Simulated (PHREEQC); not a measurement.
1 kg of water holding 0.021 mol KHCO3, 0.0022 mol K2SO4 and 0.0035 mol KCl is evaporated at 25 °C; the solids stay in contact with the brine. CO2 is held at log p = -3.4 (atm). The run lets Arcanite, Kalicinite, Misenite, Sylvite precipitate or redissolve, and no other solid.

Base run: PHREEQC, Pitzer model, pitzer.dat. Each further column changes one thing. The table gives ionic strength.

```csv
H2O removed (mol),base,temperature from 25 to 75 °C,temperature from 25 to 50 °C
0,0.0337,0.0358,0.0350
24.69,0.0627,0.0667,0.0652
38.4,0.117,0.124,0.121
46.01,0.217,0.228,0.224
50.23,0.402,0.417,0.412
52.58,0.739,0.760,0.753
53.88,1.35,1.38,1.37
54.6,2.44,2.49,2.47
55.01,4.19,4.46,4.43
55.23,6.79,6.95,6.89
```

 Away from 25 °C the constants follow the database's enthalpies or fits; those with neither stay at their 25 °C values.
